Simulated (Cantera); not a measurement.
A perfectly stirred reactor is fed with 0.424 % CO, 7.37 % O₂, 0.0240 % H₂O, 92.2 % N₂, equivalence ratio 0.029, at 4.93 atm; it is held at 1125 K, and followed from long to short residence time.

Detailed kinetics in Cantera: GRI-Mech 3.0 (53 species, 325 reactions).

x: mole fraction; the columns are a selection and need not sum to one.

```csv
τ (s),x CO,x O₂,x H₂O,x HO₂,x H₂O₂
6.7,0.000741,0.0721,0.000240,4.93e-7,(withheld)
2.0,0.00164,0.0725,0.000240,7.07e-7,(withheld)
0.61,0.00279,0.0731,0.000239,8.70e-7,(withheld)
0.18,0.00367,0.0735,0.000239,9.33e-7,(withheld)
0.056,0.00406,0.0737,0.000239,8.70e-7,(withheld)
0.017,0.00421,0.0737,0.000239,5.66e-7,(withheld)
0.0051,0.00424,0.0737,0.000240,4.55e-8,4.64e-11
0.0015,0.00424,0.0737,0.000240,5.24e-9,<1e-12
0.00047,0.00424,0.0737,0.000240,7.50e-10,<1e-12
0.00014,0.00424,0.0737,0.000240,7.46e-11,<1e-12
```

Fill in the missing entries.


- 6.7, x H₂O₂: 5.55e-9
- 2.0, x H₂O₂: 1.14e-8
- 0.61, x H₂O₂: 1.72e-8
- 0.18, x H₂O₂: 1.98e-8
- 0.056, x H₂O₂: 1.72e-8
- 0.017, x H₂O₂: 7.25e-9
